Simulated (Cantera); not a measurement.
An isothermal, constant-pressure homogeneous reactor starts with C2H6 : H2 = 1 : 1.7 (molar parts), at 1625 K and 0.132 atm.

Cantera simulation using GRI-Mech 3.0 (53 species, 325 reactions); the numbers are that mechanism's predictions, not measurements. GRI-Mech 3.0 stops at C3 and has no aromatics, soot or wall deposition, so with more carbon than oxygen in the feed, carbon stays in small species such as C2H2 where larger ones or solid carbon would form.

### Question
Predict: x(C2H6) at 3.00 s; x(H2) at 3.00 s; x(C2H) at 3.00 s; x(CH4) at 3.00 s; x(H) at 3.00 s; x(CH3) at 3.00 s; x(C2H4) at 3.00 s.

### Answer
```
Quantity                                              Result
-----------------  -----------------------------------------
x(C2H6) at 3.00 s    1.12e-6 (gas-phase equilibrium 7.18e-7)
x(H2) at 3.00 s          0.776 (gas-phase equilibrium 0.779)
x(C2H) at 3.00 s     1.73e-7 (gas-phase equilibrium 1.76e-7)
x(CH4) at 3.00 s       0.0149 (gas-phase equilibrium 0.0102)
x(H) at 3.00 s     0.000169 (gas-phase equilibrium 0.000172)
x(CH3) at 3.00 s     6.57e-5 (gas-phase equilibrium 4.58e-5)
x(C2H4) at 3.00 s    0.00191 (gas-phase equilibrium 0.00192)
```
